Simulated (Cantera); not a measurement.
An adiabatic, constant-pressure homogeneous reactor starts with CH₄ : H₂ : O₂ : N₂ = 1 : 0.42 : 1.05 : 3.96 (molar parts), at 1400 K and 6.30 bar.

Cantera simulation using GRI-Mech 3.0 (53 species, 325 reactions); the numbers are that mechanism's predictions, not measurements.

### Question
Predict: time of steepest temperature rise; temperature at 0.100 s; equilibrium temperature; x(H₂) at 0.100 s; x(O₂) at 0.100 s; x(NO) at 0.100 s; x(H₂O₂) at 0.100 s; x(H₂O) at 0.100 s.

### Answer
| Property | Result |
|---|---|
| time of steepest temperature rise | 0.210 ms |
| temperature at 0.100 s | 2456 K |
| equilibrium temperature | 2456 K |
| x(H₂) at 0.100 s | 0.191 (gas-phase equilibrium 0.191) |
| x(O₂) at 0.100 s | 1.82e-6 (gas-phase equilibrium 1.82e-6) |
| x(NO) at 0.100 s | 5.17e-5 (gas-phase equilibrium 5.17e-5) |
| x(H₂O₂) at 0.100 s | 2.90e-9 (gas-phase equilibrium 2.90e-9) |
| x(H₂O) at 0.100 s | 0.134 (gas-phase equilibrium 0.134) |
